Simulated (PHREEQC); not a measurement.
Consider water at 25 °C with 0.22 mol/kgw ZnSO4 and 0.12 mol/kgw NaCl. Closed to the air; pH follows from the charge balance.

Computed with PHREEQC (ion-association model, wateq4f.dat).

- pH: 5.29
- ionic strength: 0.536 mol/kgw
- activity of water: 0.991

```csv
species,molality,activity,log γ
Na+,0.112,0.0792,-0.150
Cl-,0.112,0.0713,-0.195
Zn+2,0.104,0.0255,-0.611
ZnSO4,0.0747,0.0845,0.054
SO4-2,0.0708,0.0141,-0.700
Zn(SO4)2-2,0.0332,0.00970,-0.534
NaSO4-,0.00815,0.00561,-0.162
ZnCl+,0.00758,0.00489,-0.190
ZnCl2,0.000323,0.000365,0.054
ZnCl3-,4.53e-5,2.92e-5,-0.190
```

This is a speciation only: nothing precipitates in the calculation.
